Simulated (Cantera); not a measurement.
Equilibrium for silicon nitride deposition: SiH₂Cl₂ + N₂ + H₂

Input: 1 mol SiH₂Cl₂, 0.28 mol N₂, a varied amount of H₂, at 0.0600 Torr.

Equilibrium computed with Cantera from the NASA thermochemical tables; the gas is ideal and each condensed phase is pure. Candidate condensed phases: NH₄Cl, Si, Si₃N₄; 28 gas species. N₂ is the only nitrogen source here; it is nearly inert below about 1500 K, so the nitride shown seldom forms there in practice. Mutual solubility and eutectic melting of coexisting phases are not modelled. The tables' values for SiCl₃ are old estimates. Rates play no part.

Q: Map the stable condensed phases over T = 977, 1052, 1127, 1202, 1277, 1352, 1427, 1502, 1577, 1652, 1727, 1802 °C and n(H₂) in mol = 0.88, 1.3, 2, 3.1, 4.8, 7.3, 11, 17.

A: 
```
T in °C \ n(H₂) in mol
         0.88  1.3    2  3.1  4.8  7.3   11   17
   1802     A    A    A    A    A    A    A    A
   1727     A    A    A    A    A    A    A    A
   1652     A    A    A    A    A    A    A    A
   1577     A    A    A    A    A    A    A    A
   1502     B    B    B    B    B    B    B    B
   1427     B    B    B    B    B    B    B    B
   1352     B    B    B    B    B    B    B    B
   1277     B    B    B    B    B    B    B    B
   1202     B    B    B    B    B    B    B    B
   1127     C    C    B    B    B    B    B    B
   1052     D    D    C    C    C    C    C    C
    977     D    D    D    C    C    C    C    C
```
A: gas only; B: Si; C: Si + Si₃N₄; D: Si₃N₄.
